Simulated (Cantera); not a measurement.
Input: 1 mol MgO, 4.3 mol C, 0.13 mol H₂, 0.53 mol CH₄, at 1898 K and 1000 Pa.

These are equilibrium values from Cantera (NASA tables, ideal gas, pure condensed phases), not measurements of a reactor. Candidate condensed phases: C, C₆H₆, C₇H₈, C₈H₁₈, H₂O, Mg, MgCO₃, MgO, Mg(OH)₂; 116 gas species. The tables' values for MgH are old estimates; treat these amounts as uncertain. Equilibrium is a limit: real reactors are often held back by kinetics, nucleation or transport.

Base state: H₂ 0.370, CO 0.313, Mg 0.313, H 0.00475, MgH 0.000276, C₂H₂ (acetylene) 0.000139 (mole fractions); condensed: C(graphite).

Q: What changes in the equilibrium state with this change: MgO replaced by SiO₂?

A: 
| species | before | after |
|---|---|---|
| CO | 0.313 | 0.621 |
| H₂ | 0.370 | 0.370 |
| H | 0.00475 | 0.00475 |
| Mg | 0.313 | 0 |
| SiO | 0 | 0.00451 |
| MgH | 0.000276 | 0 |
| Si | 0 | 4.53e-5 |
| C₂H₂ (acetylene) | 0.000139 | 0.000139 |
| C(graphite), mol | 3.83 | 1.86 |
| SiC(s), mol | 0 | 0.985 |
Further candidate phases: Si, SiC, SiO₂.

Q: What changes in the equilibrium state with this change: temperature from 1898 K to 1100 K?

A: 
```
species             before     after
----------------  --------  --------
H₂                   0.370     1.000
CH₄                7.72e-7  0.000359
Mg                   0.313   8.59e-6
CO                   0.313   8.59e-6
MgH               0.000276   4.93e-9
H                  0.00475   2.58e-7
C₂H₂ (acetylene)  0.000139   1.33e-8
C(graphite), mol      3.83      4.83
MgO(s), mol              0     1.000
```
